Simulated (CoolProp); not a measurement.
Octamethyltrisiloxane (MDM) along the isobar 1.63 MPa: fugacity coefficient from the reference equation and from simpler models built on Tc = 292.2 °C, pc = 1.438 MPa, ω = 0.528; each cubic takes its own stable root.

Values from CoolProp's reference Helmholtz-energy equation of state, Thol 2017.

```json
[
 {"T (°C)": "111.45", "phase": "liquid", "reference": "0.02093"},
 {"T (°C)": "130.55", "phase": "liquid", "reference": "0.03761"},
 {"T (°C)": "149.55", "phase": "liquid", "reference": "0.06257"},
 {"T (°C)": "168.55", "phase": "liquid", "reference": "0.09771"},
 {"T (°C)": "187.65", "phase": "liquid", "reference": "0.1448"},
 {"T (°C)": "206.65", "phase": "liquid", "reference": "0.2040"},
 {"T (°C)": "225.75", "phase": "liquid", "reference": "0.2761"},
 {"T (°C)": "244.75", "phase": "liquid", "reference": "0.3592"},
 {"T (°C)": "263.75", "phase": "liquid", "reference": "0.4515"},
 {"T (°C)": "282.85", "phase": "liquid", "reference": "0.5496"},
 {"T (°C)": "301.85", "phase": "supercritical", "reference": "0.6413"}
]
```

### Question
How far does each simpler model (van der Waals, Redlich-Kwong, Soave-Redlich-Kwong, Peng-Robinson) lie from the reference over these 11 states: mean and median of the absolute difference, and the worst?

### Answer
- van der Waals: mean 186.3 %, median 95.5 %, worst +708.9 % at 111.45 °C and 1.63 MPa
- Redlich-Kwong: mean 70.1 %, median 45.8 %, worst +222.7 % at 111.45 °C and 1.63 MPa
- Soave-Redlich-Kwong: mean 1.8 %, median 1.9 %, worst +2.7 % at 244.75 °C and 1.63 MPa
- Peng-Robinson: mean 1.3 %, median 1.2 %, worst -2.8 % at 301.85 °C and 1.63 MPa
